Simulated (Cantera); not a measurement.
Stirred combustor or abatement burner

A perfectly stirred reactor is fed with CH4 : O2 : N2 : H2O = 1 : 1.54 : 16.9 : 2.3 (molar parts), at 2630 Torr; it is adiabatic with a 475 K inlet, and is followed from long to short residence time, starting on the burning branch (τ in s: 0.5, 0.21, 0.085, 0.035, 0.015, 0.006, 0.0025, 0.001, 0.00042, 0.00018, 7.3e-05).

Computed with Cantera and GRI-Mech 3.0 (53 species, 325 reactions).

```tsv
τ (s)	T (K)	x CH4	x O2	x H2O	x OH	x CH3	x HCO
0.50	1186	0.00618	0.00584	0.172	1.92e-7	7.50e-6	5.75e-9
0.21	475	0.0460	0.0708	0.106	<1e-12	<1e-12	<1e-12
0.085	475	0.0460	0.0708	0.106	<1e-12	<1e-12	<1e-12
0.035	475	0.0460	0.0708	0.106	<1e-12	<1e-12	<1e-12
0.015	475	0.0460	0.0708	0.106	<1e-12	<1e-12	<1e-12
0.0060	475	0.0460	0.0708	0.106	<1e-12	<1e-12	<1e-12
0.0025	475	0.0460	0.0708	0.106	<1e-12	<1e-12	<1e-12
0.0010	475	0.0460	0.0708	0.106	<1e-12	<1e-12	<1e-12
0.00042	475	0.0460	0.0708	0.106	<1e-12	<1e-12	<1e-12
0.00018	475	0.0460	0.0708	0.106	<1e-12	<1e-12	<1e-12
7.3e-5	475	0.0460	0.0708	0.106	<1e-12	<1e-12	<1e-12
```
x: mole fraction; the columns are a selection and need not sum to one.
